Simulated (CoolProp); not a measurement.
Vapour-liquid equilibrium of R125 (1) + dimethyl ether (2) at 0.369 MPa; x and y are mole fractions of (1).

Values from CoolProp's multi-fluid Helmholtz-energy mixture model, Lemmon 2005 and Wu 2011; pair parameters Bell 2016.

| x | bubble temperature (°C) | y at the bubble point | dew temperature at overall composition x (°C) | liquid density (mol/L) |
|---|---|---|---|---|
| 0.05 | 8.9 | 0.071 | 9.1 | 14.70 |
| 0.2 | 6.3 | 0.284 | ? | ? |
| 0.35 | 2.9 | 0.492 | 5.3 | ? |
| 0.5 | -1.3 | ? | 2.7 | 13.21 |
| 0.65 | -6.3 | 0.831 | -0.5 | 12.77 |
| 0.8 | -11.5 | 0.933 | -5.1 | 12.31 |
| 0.95 | -16.2 | 0.989 | -12.7 | 11.82 |

Problem. Complete the blanks.

Solution. 
- 0.2, dew temperature at overall composition x (°C): 7.4
- 0.2, liquid density (mol/L): 14.17
- 0.35, liquid density (mol/L): 13.67
- 0.5, y at the bubble point: 0.680

No azeotrope shows between x = 0.05 and 0.95.

Pair parameters are fitted to limited data, so mixtures are less certain than the pure fluids.
